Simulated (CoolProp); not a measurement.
A single-stage vapour-compression cycle with ethane: evaporating at 215.15 K (dew point), condensing at 281.15 K (bubble point), superheat 5 K, subcooling 5 K, compressor efficiency 0.7, no pressure losses. Each further row changes one setting.

The numbers come from the reference Helmholtz-energy equation of state, Bücker 2006 in CoolProp.

| case | cooling COP | pressure ratio | discharge temperature (K) | refrigerating effect (kJ/kg) | volumetric capacity (kJ/m³) |
|---|---|---|---|---|---|
| as stated | 1.52 | 7.04 | 344.6 | 271 | 1990 |
| evaporating temperature 220.15 K | 1.72 | ___ | 338.5 | ___ | ___ |
| condensing temperature 276.15 K | ___ | ___ | ___ | 288 | 2120 |
| subcooling 10 K | 1.62 | 7.04 | 344.6 | 289 | 2120 |
| superheat 15 K | 1.52 | 7.04 | 356.5 | 288 | 2000 |
| compressor efficiency 0.6 | 1.30 | 7.04 | 357.7 | 271 | 1990 |

Task: What belongs in the gaps?

Result: 
- evaporating temperature 220.15 K, pressure ratio: 5.83
- evaporating temperature 220.15 K, refrigerating effect (kJ/kg): 276
- evaporating temperature 220.15 K, volumetric capacity (kJ/m³): 2420
- condensing temperature 276.15 K, cooling COP: 1.73
- condensing temperature 276.15 K, pressure ratio: 6.26
- condensing temperature 276.15 K, discharge temperature (K): 336.7
